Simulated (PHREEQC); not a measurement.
1 kg of water holding 0.075 mol/kgw Na2SO4, 0.18 mol/kgw K2SO4 and 0.015 mol/kgw MgSO4 is evaporated at 90 °C; the solids stay in contact with the brine. No CO2 enters from the air. The run lets Arcanite, Bloedite, Brucite, Epsomite, Glaserite, Hexahydrite, Kieserite, Leonite, Mirabilite, Misenite, Schoenite, Thenardite precipitate or redissolve, and no other solid.

All values are PHREEQC results (Pitzer model, pitzer.dat), not measurements.

| water left (kg) | ionic strength | water activity | Glaserite (mol) | Arcanite (mol) | Mg in solution (mol/kgw) |
|---|---|---|---|---|---|
| 1 | 0.825 | 0.990 | 0 | 0 | 0.0150 |
| 0.8219 | 1.00 | 0.988 | 0 | 0 | 0.0183 |
| 0.6755 | 1.22 | 0.986 | 0 | 0 | 0.0222 |
| 0.5552 | 1.49 | 0.983 | 0 | 0 | 0.0270 |
| 0.4563 | 1.81 | 0.980 | 0 | 0 | 0.0329 |
| 0.375 | 2.20 | 0.976 | 0 | 0 | 0.0400 |
| 0.3082 | 2.68 | 0.971 | 0 | 0 | 0.0487 |
| 0.2533 | 3.26 | 0.965 | 0 | 0 | 0.0592 |
| 0.2082 | 3.96 | 0.958 | 0 | 0 | 0.0720 |
| 0.1711 | 4.82 | 0.949 | 0 | 0 | 0.0876 |
| 0.1407 | 5.78 | 0.939 | 0 | 0.00410 | 0.107 |
| 0.1156 | 6.27 | 0.935 | 0 | 0.0335 | 0.130 |
| 0.09502 | 6.87 | 0.930 | 0 | 0.0575 | 0.158 |
| 0.07809 | 7.60 | 0.924 | 0 | 0.0772 | 0.192 |
| 0.06418 | 8.16 | 0.920 | 0.0129 | 0.0746 | 0.234 |
| 0.05275 | 8.40 | 0.919 | 0.0372 | 0.0528 | 0.284 |
| 0.04335 | 8.69 | 0.918 | 0.0573 | 0.0349 | 0.346 |
| 0.03564 | 9.05 | 0.917 | 0.0737 | 0.0201 | 0.421 |
| 0.0293 | 9.49 | 0.915 | 0.0872 | 0.00803 | 0.512 |
| 0.02407 | 10.1 | 0.913 | 0.0970 | 0 | 0.623 |
| 0.01979 | 11.1 | 0.908 | 0.101 | 0 | 0.758 |
| 0.01627 | 12.4 | 0.902 | 0.104 | 0 | 0.922 |
| 0.01337 | 14.2 | 0.896 | 0.106 | 0 | 1.12 |
| 0.01099 | 17.0 | 0.893 | 0.106 | 0 | 1.36 |

Arcanite from water left = 0.1407 kg, last present at water left = 0.0293 kg; Glaserite from water left = 0.06418 kg.

Complexes and solids missing from the database can't appear. Constants without temperature data keep their 25 °C values here.
